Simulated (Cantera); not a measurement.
Source: NASA polynomial tables (part measured, part estimated), evaluated in Cantera. Values are per mole of reaction as written; species without (g) are pure solids or liquids, kept so even where they would boil at 1 bar.

2 VO2(g) + N2(g) → V2O3 + N2O(g)

```csv
T (K),ΔH° (kJ),ΔS° (J/K),ΔG° (kJ),log10 K
300,-671.9,-403.8,-550.7,95.89
450,-666.9,-390.5,-491.2,57.01
475,-665.9,-388.4,-481.4,52.94
500,-664.9,-386.4,-471.8,49.28
525,-664.0,-384.4,-462.1,45.98
550,-662.9,-382.6,-452.5,42.98
575,[?],[?],[?],[?]
600,[?],[?],[?],[?]
625,[?],[?],[?],[?]
650,[?],[?],[?],[?]
675,-657.7,-374.0,-405.3,31.36
700,-656.6,-372.4,-395.9,29.54
```

Question: What belongs in the gaps?

Answer: 
- 575, ΔH° (kJ): -661.9
- 575, ΔS° (J/K): -380.7
- 575, ΔG° (kJ): -443.0
- 575, log10 K: 40.24
- 600, ΔH° (kJ): -660.9
- 600, ΔS° (J/K): -379.0
- 600, ΔG° (kJ): -433.5
- 600, log10 K: 37.74
- 625, ΔH° (kJ): -659.8
- 625, ΔS° (J/K): -377.3
- 625, ΔG° (kJ): -424.0
- 625, log10 K: 35.44
- 650, ΔH° (kJ): -658.8
- 650, ΔS° (J/K): -375.6
- 650, ΔG° (kJ): -414.6
- 650, log10 K: 33.32
